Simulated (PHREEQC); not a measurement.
A PHREEQC input (ion-association model, phreeqc.dat):

```
SOLUTION 1
  temp 25
  units mg/kgw
  pH 7.47 charge
  pe 9.8
  Na 20.5
  K 17.2
  Ca 28.1
  Mg 8.93
  Cl 61.5
  S(6) 5.5 as SO4
  Alkalinity 95.2 as HCO3
  Pb 0.59
END
USE solution 1
EQUILIBRIUM_PHASES 1
  Gypsum 0 0
  CO2(g) -2.5 10
END
```

It stops with these messages:

```
ERROR: pH adustment cannot attain charge balance when alkalinity is fixed.
ERROR: Program terminating due to input errors.
```

The fault: pH asked from the charge balance while alkalinity is fixed. The line should read `pH 7.47` where the input has `pH 7.47 charge`. With the mend the run ends at pH 7.47 and ionic strength 0.00450 mol/kgw.
